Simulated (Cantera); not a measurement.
What does this Cantera script print?

```python
import numpy as np
import cantera as ct

gas = ct.Solution("gri30.yaml")
gas.TPX = 1000, 430, {'H2': 0.37, 'O2': 1, 'N2': 0.54}
reactor = ct.IdealGasConstPressureReactor(gas, energy="off", clone=False)
net = ct.ReactorNet([reactor])
net.rtol, net.atol = 1e-08, 1e-18
show = ['H2', 'O2', 'NO2', 'NO', 'H', 'OH', 'O']
times = np.geomspace(1e-06, 7, 11)

steps = ct.SolutionArray(gas, extra=["t"])
rows = []
print(f"{'t/s':>10s}{'T/K':>9s}{'P/Pa':>11s}" + "".join(f"{s:>11s}" for s in show))
for t in times:
    while net.time < t:
        t_next = net.step()
        steps.append(gas.state, t=t_next)
    rows.append([np.interp(t, steps.t, y) for y in (steps.T, steps.P, *steps(*show).X.T)])
    print(f"{t:10.3e}{rows[-1][0]:9.1f}{rows[-1][1]:11.4g}" + "".join(f"{x:11.3e}" for x in rows[-1][2:]))
rate = np.gradient(steps.T, steps.t)
print("integrator steps:", len(steps.t))
if steps.T.max() > steps.T[0] + 200:
    print(f"time of steepest temperature rise: {steps.t[rate.argmax()]:.4e} s")
gas.TPX = 1000, 430, {'H2': 0.37, 'O2': 1, 'N2': 0.54}
gas.equilibrate("TP")
print(f"equilibrium (TP): T = {gas.T:.1f} K  " + "  ".join(f"{s} {gas[s].X[0]:.3e}" for s in show))
```

Result:

```
       t/s      T/K       P/Pa         H2         O2        NO2         NO          H         OH          O
 1.000e-06   1000.0        430  1.937e-01  5.236e-01  4.653e-45  4.977e-33  3.172e-13  2.266e-16  2.275e-16
 4.836e-06   1000.0        430  1.937e-01  5.236e-01  1.447e-42  4.223e-31  1.530e-12  4.839e-15  4.914e-15
 2.339e-05   1000.0        430  1.937e-01  5.236e-01  8.389e-40  4.560e-29  7.322e-12  1.049e-13  1.122e-13
 1.131e-04   1000.0        430  1.937e-01  5.236e-01  9.687e-37  5.513e-27  3.447e-11  1.812e-12  2.402e-12
 5.471e-04   1000.0        430  1.937e-01  5.236e-01  1.997e-33  6.774e-25  1.882e-10  2.144e-11  4.513e-11
 2.646e-03   1000.0        430  1.937e-01  5.236e-01  6.946e-30  1.303e-22  5.519e-09  8.005e-10  2.064e-09
 1.280e-02   1000.0        430  1.821e-01  5.180e-01  1.544e-16  2.311e-11  5.984e-03  8.091e-04  2.166e-03
 6.188e-02   1000.0        430  6.686e-03  4.496e-01  2.561e-12  5.380e-07  4.473e-02  3.157e-03  2.555e-02
 2.993e-01   1000.0        430  6.720e-04  4.705e-01  5.054e-11  7.921e-07  1.140e-03  9.588e-04  2.248e-03
 1.447e+00   1000.0        430  1.523e-05  4.724e-01  1.137e-09  7.938e-07  3.853e-06  1.423e-04  5.149e-05
 7.000e+00   1000.0        430  9.416e-07  4.724e-01  2.020e-09  7.930e-07  6.718e-08  3.700e-05  3.463e-06
integrator steps: 1655
equilibrium (TP): T = 1000.0 K  H2 4.186e-10  O2 4.724e-01  NO2 1.569e-07  NO 2.974e-05  H 7.128e-13  OH 8.078e-07  O 1.659e-09
```

Detailed kinetics in Cantera: GRI-Mech 3.0 (53 species, 325 reactions). Radical loss at walls, strong at low pressure, is not modelled. The temperature is held fixed by assumption; the heat of reaction is taken as removed at once.
